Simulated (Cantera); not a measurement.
Input: 1 mol Cu, 0.066 mol CO2, 51 mol N2, at 1775 K and 29.0 bar.

Method: chemical equilibrium by Gibbs-energy minimisation in Cantera with the NASA 1993 tables (ideal gas, pure condensed phases). Candidate condensed phases: C, Cu, CuO, Cu2O; 27 gas species. The numbers say what is thermodynamically allowed, not how fast it happens.

Base state: N2 0.999, CO2 0.00127, CO 2.19e-5, NO 1.60e-5, Cu 1.39e-5 (mole fractions); condensed: Cu(l).

**Question.** What changes in the equilibrium state with this change: Cu replaced by Al?

**Answer.** 
```tsv
species	before	after
N2	0.999	0.999
CO	2.19e-5	0.00130
CO2	0.00127	8.32e-8
Cu	1.39e-5	0
NO	1.60e-5	<1e-9
Cu(l), mol	0.999	0
AlN(s), mol	0	0.956
Al2O3(s), mol	0	0.0220
```
Mutual solubility and eutectic melting of coexisting phases are not modelled. Further candidate phases: Al, AlN, Al2O3.

**Question.** What changes in the equilibrium state with this change: pressure from 29.0 bar to 0.0100 bar?

**Answer.** 
```json
[
 {"species": "N2", "before": "0.999", "after": "0.979"},
 {"species": "Cu", "before": "1.39e-5", "after": "0.0192"},
 {"species": "CO2", "before": "0.00127", "after": "0.00106"},
 {"species": "Cu2", "before": "2.39e-8", "after": "1.56e-5"},
 {"species": "O2", "before": "2.91e-6", "after": "6.33e-5"},
 {"species": "Cu(l), mol", "before": "0.999", "after": "0"}
]
```
